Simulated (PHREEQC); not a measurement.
Consider water at 20 °C and 50 atm with 38 mmol/kgw HCl and 91 mmol/kgw MnSO4. Closed to the air; pH follows from the charge balance.

Model: ion-association model, phreeqc.dat, run in PHREEQC.

```json
{
  "pH": "1.83",
  "ionic_strength": "0.237 mol/kgw",
  "specific_conductance": "13900 µS/cm",
  "density": "1.014 g/cm³",
  "total_alkalinity": "-38.0 meq/kg"
}
```

| species | molality | activity | log γ |
|---|---|---|---|
| Mn+2 | 0.0580 | 0.0183 | -0.502 |
| SO4-2 | 0.0414 | 0.0115 | -0.556 |
| Cl- | 0.0354 | 0.0250 | -0.151 |
| MnSO4 | 0.0304 | 0.0321 | 0.024 |
| HSO4- | 0.0192 | 0.0143 | -0.129 |
| H+ | 0.0188 | 0.0149 | -0.101 |
| MnCl+ | 0.00257 | 0.00188 | -0.137 |
| MnCl2 | 1.65e-5 | 1.75e-5 | 0.024 |
| MnCl3- | 1.88e-7 | 1.37e-7 | -0.137 |

No solid was allowed to form. Species that the database lacks are ignored. Under pressure, the constants of complexes without a molar volume in the database are unreliable.
